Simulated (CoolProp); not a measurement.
Properties of nitrogen along the isotherm 126.8 K (Tc = 126.2 K, pc = 3396 kPa, ω = 0.037).

The numbers come from the reference Helmholtz-energy equation of state, Span 2000 in CoolProp.

```tsv
p (kPa)	phase	Z	isothermal compressibility (1/MPa)	expansivity (1/kK)	viscosity (µPa s)	conductivity (mW/(m K))
2120	gas	0.7518	0.6723	18.99	9.93	15.8
4240	supercritical	0.2355	0.1170	40.96	32.8	55.0
6370	supercritical	0.3116	0.03527	17.28	41.7	64.1
8490	supercritical	0.3920	0.02158	12.39	47.0	70.5
10600	supercritical	0.4708	0.01575	10.07	51.2	75.7
12700	supercritical	0.5478	0.01249	8.672	54.8	80.1
14900	supercritical	0.6269	0.01030	7.671	58.3	84.3
17000	supercritical	0.7010	0.008851	6.970	61.3	87.9
19100	supercritical	0.7740	0.007771	6.426	64.1	91.3
21200	supercritical	0.8460	0.006935	5.988	66.8	94.4
23300	supercritical	0.9170	0.006268	5.627	69.4	97.4
25500	supercritical	0.9905	0.005700	5.309	72.0	100
27600	supercritical	1.060	0.005250	5.049	74.5	103
29700	supercritical	1.128	0.004868	4.824	76.8	106
31800	supercritical	1.196	0.004540	4.625	79.2	108
34000	supercritical	1.267	0.004243	4.441	81.6	111
```

Viscosity comes from a separate model (Lemmon 2004). Thermal conductivity comes from a separate model (Lemmon 2004).
